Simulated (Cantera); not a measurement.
A perfectly stirred reactor is fed with 4.19 % CO, 4.19 % H₂, 2.64 % CH₄, 18.2 % O₂, 67.4 % N₂, 3.31 % H₂O, at 150000 Pa; it is adiabatic with a 623 K inlet, and is followed from long to short residence time, starting on the burning branch (τ in s: 0.28, 0.11, 0.042, 0.016, 0.0063, 0.0024, 0.00094, 0.00036, 0.00014, 5.4e-05, 2.1e-05, 8.1e-06, 3.1e-06).

Cantera simulation using GRI-Mech 3.0 (53 species, 325 reactions); the numbers are that mechanism's predictions, not measurements.

x: mole fraction; the columns are a selection and need not sum to one.

```csv
τ (s),T (K),x CO,x H₂,x CH₄,x N₂O,x NO₂,x HO₂
0.28,1847,0.000162,5.35e-5,1.50e-6,2.99e-7,9.36e-8,1.20e-6
0.11,1845,0.000277,8.26e-5,3.01e-6,4.12e-7,6.31e-8,1.49e-6
0.042,1841,0.000508,0.000143,5.76e-6,5.96e-7,4.92e-8,2.17e-6
0.016,1833,0.000951,0.000261,1.07e-5,7.91e-7,3.94e-8,3.56e-6
0.0063,1821,?,?,?,8.82e-7,?,?
0.0024,1799,0.00324,0.000851,3.57e-5,8.32e-7,1.94e-8,1.07e-5
0.00094,1764,?,?,?,?,?,?
0.00036,1704,0.0106,0.00245,0.000141,5.54e-7,8.82e-9,3.09e-5
0.00014,1606,0.0195,0.00394,0.000354,4.10e-7,5.59e-9,5.20e-5
5.4e-5,623,0.0419,0.0419,0.0264,<1e-12,<1e-12,<1e-12
2.1e-5,623,0.0419,0.0419,0.0264,<1e-12,<1e-12,<1e-12
8.1e-6,623,0.0419,0.0419,0.0264,<1e-12,<1e-12,<1e-12
3.1e-6,623,0.0419,0.0419,0.0264,<1e-12,<1e-12,<1e-12
```

**Question.** Fill in the missing entries.

**Answer.** 
- 0.0063, x CO: 0.00174
- 0.0063, x H₂: 0.000469
- 0.0063, x CH₄: 1.92e-5
- 0.0063, x NO₂: 2.92e-8
- 0.0063, x HO₂: 6.06e-6
- 0.00094, x CO: 0.00583
- 0.00094, x H₂: 0.00147
- 0.00094, x CH₄: 6.74e-5
- 0.00094, x N₂O: 7.03e-7
- 0.00094, x NO₂: 1.28e-8
- 0.00094, x HO₂: 1.83e-5
